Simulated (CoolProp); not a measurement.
The numbers come from the reference Helmholtz-energy equation of state, Wagner 2002 in CoolProp.

Give the vapour pressure (MPa), liquid density (kg/m³), vapour density (kg/m³), enthalpy of vaporisation (kJ/kg) of saturated water at 506.2, 587.6 K.


```json
[
 {"T (K)": "506.2", "p (MPa)": "2.96", "liquid density (kg/m³)": "823", "vapour density (kg/m³)": "14.8", "enthalpy of vaporisation (kJ/kg)": "1800"},
 {"T (K)": "587.6", "p (MPa)": "10.5", "liquid density (kg/m³)": "680", "vapour density (kg/m³)": "58.8", "enthalpy of vaporisation (kJ/kg)": "1290"}
]
```
